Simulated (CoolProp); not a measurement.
Vapour-liquid equilibrium of isobutane (1) + isobutene (2) at 0.346 MPa; x and y are mole fractions of (1).

Values from CoolProp's multi-fluid Helmholtz-energy mixture model, Bücker 2006 and Lemmon 2005; pair parameters Bell 2016.

| x | bubble temperature, mixture model (K) | bubble temperature, Raoult's law (K) | y, mixture model | y, Raoult's law |
|---|---|---|---|---|
| 0.05 | 302.0 | 302.1 | 0.059 | 0.057 |
| 0.125 | 301.5 | 301.8 | 0.144 | 0.141 |
| 0.2 | 301.1 | 301.4 | 0.226 | 0.223 |
| 0.275 | 300.6 | 301.0 | 0.305 | 0.303 |
| 0.35 | 300.2 | 300.7 | 0.382 | 0.382 |
| 0.425 | 299.8 | 300.3 | 0.457 | 0.459 |
| 0.5 | 299.5 | 300.0 | 0.530 | 0.534 |
| 0.575 | 299.2 | 299.6 | 0.603 | 0.608 |
| 0.65 | 298.9 | 299.3 | 0.674 | 0.681 |
| 0.725 | 298.6 | 298.9 | 0.744 | 0.752 |
| 0.8 | 298.3 | 298.6 | 0.814 | 0.821 |
| 0.875 | 298.1 | 298.3 | 0.884 | 0.889 |
| 0.95 | 297.8 | 297.9 | 0.954 | 0.956 |

The largest gap from Raoult's law is -0.5 K in bubble temperature, at x = 0.425. No azeotrope shows between x = 0.05 and 0.95.

The pair parameters rest on a limited set of measurements; away from them the model extrapolates.
